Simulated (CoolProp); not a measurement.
CHF3 (R23) at several states: fugacity coefficient from the reference equation and from simpler models built on Tc = 299.3 K, pc = 4832 kPa, ω = 0.263; each cubic takes its own stable root.

Values from CoolProp's reference Helmholtz-energy equation of state, Penoncello 2003.

| T (K) | p (kPa) | phase | reference |
|---|---|---|---|
| 136 | 16.3 | liquid | 0.05333 |
| 349.5 | 286 | gas | 0.9876 |
| 123.4 | 423 | liquid | 0.0003450 |
| 218.9 | 20900 | liquid | 0.03102 |

**Question.** How far does each simpler model (van der Waals, Soave-Redlich-Kwong, Peng-Robinson) lie from the reference over these 4 states: mean and median of the absolute difference, and the worst?

**Answer.** 
- van der Waals: mean 6067.4 %, median 1032.6 %, worst +22204.3 % at 123.4 K and 423 kPa
- Soave-Redlich-Kwong: mean 7.8 %, median 9.3 %, worst +12.4 % at 218.9 K and 20900 kPa
- Peng-Robinson: mean 3.1 %, median 3.1 %, worst +6.1 % at 123.4 K and 423 kPa

At some of these states van der Waals gives the other phase, because its saturation line lies elsewhere.
